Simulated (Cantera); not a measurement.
Input: 1 mol Si3N4, 0.98 mol H2O, 60 mol N2, at 1000 Pa.

Method: chemical equilibrium by Gibbs-energy minimisation in Cantera with the NASA 1993 tables (ideal gas, pure condensed phases). Candidate condensed phases: H2O, Si, SiO2, Si2N2O, Si3N4; 35 gas species. Mutual solubility and eutectic melting of coexisting phases are not modelled. Equilibrium is a limit: real reactors are often held back by kinetics, nucleation or transport.

### Question
Which condensed phases are stable at each of these points (T (°C)): 827, 927, 1027, 1127, 1227, 1327, 1427, 1527, 1627, 1727?

### Answer
| T (°C) | condensed phases | Si condensed (%) |
|---|---|---|
| 827 | Si2N2O(s) + Si3N4(s) | 100.0 |
| 927 | Si2N2O(s) + Si3N4(s) | 100.0 |
| 1027 | Si2N2O(s) + Si3N4(s) | 100.0 |
| 1127 | Si2N2O(s) + Si3N4(s) | 100.0 |
| 1227 | Si2N2O(s) + Si3N4(s) | 100.0 |
| 1327 | Si2N2O(s) + Si3N4(s) | 99.5 |
| 1427 | Si2N2O(s) + Si3N4(s) | 93.1 |
| 1527 | Si3N4(s) | 66.6 |
| 1627 | Si(l) | 64.2 |
| 1727 | Si(l) | 56.8 |

From 827 °C to 1427 °C the condensed part is Si2N2O(s) + Si3N4(s). At 1527 °C the condensed part is Si3N4(s). From 1627 °C to 1727 °C the condensed part is Si(l).
